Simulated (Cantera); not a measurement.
Charge: 1 mol SiH4, 0.13 mol CH4, 980 mol H2, equilibrated at 10.0 mbar.

Method: chemical equilibrium by Gibbs-energy minimisation in Cantera with the NASA 1993 tables (ideal gas, pure condensed phases). Candidate condensed phases: C, C6H6, C7H8, C8H18, Si, SiC; 87 gas species. Gases not in the tables: Si2H6 and higher silanes. Kinetics and transport are ignored.

x: gas mole fraction; n: condensed amount in mol.

| T (K) | x H2 | x H | x Si | x SiH | x C2H2 (acetylene) | x SiH2 | x Si2C | n SiC(s) |
|---|---|---|---|---|---|---|---|---|
| 1898 | 0.991 | 0.00778 | 0.000761 | 6.61e-5 | 1.32e-6 | 3.54e-5 | ___ | 0.114 |
| 1948 | 0.988 | 0.0112 | 0.000790 | 6.04e-5 | 9.31e-6 | 2.63e-5 | ___ | 0.0928 |
| 1998 | 0.983 | 0.0159 | 0.000875 | 5.92e-5 | 5.07e-5 | 2.12e-5 | ___ | 0 |
| 2048 | 0.977 | 0.0221 | 0.000904 | 5.43e-5 | 5.57e-5 | 1.62e-5 | ___ | 0 |
| 2098 | 0.969 | 0.0303 | 0.000922 | 4.94e-5 | 5.85e-5 | 1.23e-5 | ___ | 0 |
| 2148 | 0.958 | 0.0408 | 0.000931 | 4.47e-5 | 5.99e-5 | 9.42e-6 | ___ | 0 |
| 2198 | 0.945 | 0.0541 | 0.000935 | 4.04e-5 | 6.04e-5 | 7.21e-6 | ___ | 0 |
| 2248 | 0.928 | 0.0708 | 0.000934 | 3.63e-5 | 6.04e-5 | 5.54e-6 | ___ | 0 |
| 2298 | 0.908 | 0.0913 | 0.000930 | 3.27e-5 | 6.01e-5 | 4.27e-6 | ___ | 0 |
| 2348 | 0.883 | 0.116 | 0.000923 | 2.93e-5 | 5.93e-5 | 3.29e-6 | ___ | 0 |
| 2398 | 0.853 | 0.146 | 0.000912 | 2.62e-5 | 5.83e-5 | 2.53e-6 | ___ | 0 |

What belongs in the gaps?


- 1898, x Si2C: 1.32e-5
- 1948, x Si2C: 1.73e-5
- 1998, x Si2C: 2.35e-5
- 2048, x Si2C: 1.29e-5
- 2098, x Si2C: 7.02e-6
- 2148, x Si2C: 3.81e-6
- 2198, x Si2C: 2.10e-6
- 2248, x Si2C: 1.17e-6
- 2298, x Si2C: 6.65e-7
- 2348, x Si2C: 3.84e-7
- 2398, x Si2C: 2.25e-7
